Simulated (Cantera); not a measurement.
# Thermodynamics of abatement and gas-phase synthesis, feed CS₂ + O₂ + N₂

Feed: 1 mol CS₂, 1.4 mol O₂, 0.92 mol N₂, held at 1 atm.

Equilibrium computed with Cantera from the NASA thermochemical tables; the gas is ideal and each condensed phase is pure. Candidate condensed phases: C, S; 35 gas species. Gases not in the tables: S₃ to S₇. The numbers say what is thermodynamically allowed, not how fast it happens.

```csv
T (K),x CO₂,x N₂,x S₂,x SO₂,x CO
1050,0.316,0.295,0.249,0.128,0.00233
1125,0.313,0.295,0.248,0.129,0.00498
1200,0.308,0.295,0.246,0.131,0.00953
1275,0.300,0.294,0.244,0.134,0.0166
1350,0.289,0.294,0.241,0.139,0.0266
1425,0.275,0.293,0.237,0.145,0.0395
1500,0.258,0.291,0.232,0.151,0.0550
1575,0.240,0.290,0.226,0.159,0.0725
```
x: gas mole fraction; nothing condenses.

From 1050 K to 1575 K nothing is condensed. The main C-bearing gas is CO₂ throughout.
